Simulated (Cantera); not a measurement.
Charge: 1 mol SiH4, 0.13 mol CO2, 0.11 mol H2, 1.2 mol O2, at 30.0 Pa.

Method: chemical equilibrium by Gibbs-energy minimisation in Cantera with the NASA 1993 tables (ideal gas, pure condensed phases). Candidate condensed phases: C, C6H6, C7H8, C8H18, H2O, Si, SiC, SiO2; 123 gas species. The tables hold silica as quartz up to 1696 K and as liquid above; real silica turns to tridymite and cristobalite and melts near 1996 K. Kinetics and transport are ignored.

Question: Which condensed phases are stable at each of these points (T (K)): 725, 825, 925, 1025, 1125, 1225, 1325, 1425?

Answer: 
```
T (K)  condensed phases  Si condensed (%)
-----  ----------------  ----------------
725      SiO2(α-quartz)             100.0
825      SiO2(α-quartz)             100.0
925      SiO2(β-quartz)             100.0
1025     SiO2(β-quartz)             100.0
1125     SiO2(β-quartz)             100.0
1225     SiO2(β-quartz)             100.0
1325     SiO2(β-quartz)             100.0
1425     SiO2(β-quartz)             100.0
```

From 725 K to 825 K the condensed part is SiO2(α-quartz). From 925 K to 1425 K the condensed part is SiO2(β-quartz).
